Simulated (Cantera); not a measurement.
A closed system holds: 1 mol trisilylamine, 0.71 mol N₂, 0.23 mol H₂, at 0.233 Torr.

Method: chemical equilibrium by Gibbs-energy minimisation in Cantera with the NASA 1993 tables (ideal gas, pure condensed phases). Candidate condensed phases: Si, Si₃N₄; 18 gas species. The feed counts by its element totals alone. The tables' values for SiN are old estimates; treat these amounts as uncertain. Gases not in the tables: Si₂H₆ and higher silanes. Kinetics and transport are ignored.

At 1823 K, list the 5 most abundant gas species with their mole fractions, and the condensed phases.

H₂ 0.765, N₂ 0.198, H 0.0215, Si 0.0143, SiH 0.000235. Condensed: Si(l).
